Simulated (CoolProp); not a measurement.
Properties of 1,2-dichloroethane along the isotherm 500 K.

The numbers come from the reference Helmholtz-energy equation of state, Thol 2015 in CoolProp.

| p (bar) | phase | density (kg/m³) | cp (kJ/(kg K)) | cv (kJ/(kg K)) | isothermal compressibility (1/MPa) |
|---|---|---|---|---|---|
| 47.5 | liquid | 887.8 | 1.657 | 1.053 | 0.008205 |
| 95 | liquid | 917.1 | 1.578 | 1.044 | 0.005787 |
| 143 | liquid | 939.9 | 1.533 | 1.038 | 0.004528 |
| 190 | liquid | 958.2 | 1.503 | 1.035 | 0.003761 |
| 238 | liquid | 974.3 | 1.481 | 1.033 | 0.003221 |
| 285 | liquid | 988.3 | 1.464 | 1.032 | 0.002832 |
| 333 | liquid | 1001 | 1.451 | 1.032 | 0.002527 |
| 380 | liquid | 1012 | 1.440 | 1.032 | 0.002289 |
| 428 | liquid | 1023 | 1.430 | 1.032 | 0.002090 |
| 475 | liquid | 1033 | 1.422 | 1.032 | 0.001928 |
| 523 | liquid | 1042 | 1.416 | 1.033 | 0.001788 |
